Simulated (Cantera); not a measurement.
Feed: 1 mol SiC, 0.11 mol H2O, 190 mol N2, equilibrated at 100 Torr.

Equilibrium computed with Cantera from the NASA thermochemical tables; the gas is ideal and each condensed phase is pure. Candidate condensed phases: C, C6H6, C7H8, C8H18, H2O, Si, SiC, SiO2, Si2N2O, Si3N4; 151 gas species. N2 is the only nitrogen source here; it is nearly inert below about 1500 K, so the nitride shown seldom forms there in practice. Mutual solubility and eutectic melting of coexisting phases are not modelled. The numbers say what is thermodynamically allowed, not how fast it happens.

Problem. Which condensed phases are stable at each of these points (T (°C)): 725, 775, 825, 875, 925, 975, 1025, 1075, 1125, 1175, 1225, 1275, 1325?

Solution. 
```json
[
 {"T (°C)": "725", "condensed phases": "C(graphite) + Si2N2O(s) + Si3N4(s)", "Si condensed (%)": "100.0"},
 {"T (°C)": "775", "condensed phases": "C(graphite) + Si2N2O(s) + Si3N4(s)", "Si condensed (%)": "100.0"},
 {"T (°C)": "825", "condensed phases": "C(graphite) + Si2N2O(s) + Si3N4(s)", "Si condensed (%)": "100.0"},
 {"T (°C)": "875", "condensed phases": "C(graphite) + Si2N2O(s) + Si3N4(s)", "Si condensed (%)": "100.0"},
 {"T (°C)": "925", "condensed phases": "C(graphite) + Si2N2O(s) + Si3N4(s)", "Si condensed (%)": "100.0"},
 {"T (°C)": "975", "condensed phases": "C(graphite) + Si2N2O(s) + Si3N4(s)", "Si condensed (%)": "100.0"},
 {"T (°C)": "1025", "condensed phases": "C(graphite) + Si2N2O(s) + Si3N4(s)", "Si condensed (%)": "100.0"},
 {"T (°C)": "1075", "condensed phases": "C(graphite) + Si2N2O(s) + Si3N4(s)", "Si condensed (%)": "100.0"},
 {"T (°C)": "1125", "condensed phases": "C(graphite) + Si2N2O(s) + Si3N4(s)", "Si condensed (%)": "100.0"},
 {"T (°C)": "1175", "condensed phases": "C(graphite) + Si2N2O(s) + Si3N4(s)", "Si condensed (%)": "100.0"},
 {"T (°C)": "1225", "condensed phases": "C(graphite) + Si2N2O(s) + Si3N4(s)", "Si condensed (%)": "100.0"},
 {"T (°C)": "1275", "condensed phases": "SiC(s) + Si3N4(s)", "Si condensed (%)": "100.0"},
 {"T (°C)": "1325", "condensed phases": "SiC(s) + Si3N4(s)", "Si condensed (%)": "99.9"}
]
```

From 725 °C to 1225 °C the condensed part is C(graphite) + Si2N2O(s) + Si3N4(s). From 1275 °C to 1325 °C the condensed part is SiC(s) + Si3N4(s).
